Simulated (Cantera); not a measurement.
Mixture: CO : H2 : CH4 : O2 : N2 : H2O = 1 : 0.039 : 0.099 : 1.33 : 4.78 : 0.2 (molar parts), at 760 Torr, adiabatic and at constant volume. Ignition delay is the time to a rise of 400 K.

Model: GRI-Mech 3.0 (53 species, 325 reactions), integrated in Cantera. Where the delays flatten at high temperature, the 400 K rule measures the pace of heat release, not the induction time.

What does this change do: CH4 0.099 to 0.044 parts?


```csv
quantity,before,after
delay at 1025 K,4.17 ms,2.41 ms
delay at 1175 K,0.666 ms,0.341 ms
delay at 1325 K,0.245 ms,0.159 ms
delay at 1475 K,0.133 ms,0.106 ms
delay at 1625 K,86.9 µs,84.3 µs
```

What does this change do: O2 1.33 to 0.91 parts?


```json
[
 {"quantity": "delay at 1025 K", "before": "4.17 ms", "after": "5.44 ms"},
 {"quantity": "delay at 1175 K", "before": "0.666 ms", "after": "0.982 ms"},
 {"quantity": "delay at 1325 K", "before": "0.245 ms", "after": "0.346 ms"},
 {"quantity": "delay at 1475 K", "before": "0.133 ms", "after": "0.176 ms"},
 {"quantity": "delay at 1625 K", "before": "86.9 µs", "after": "0.108 ms"}
]
```
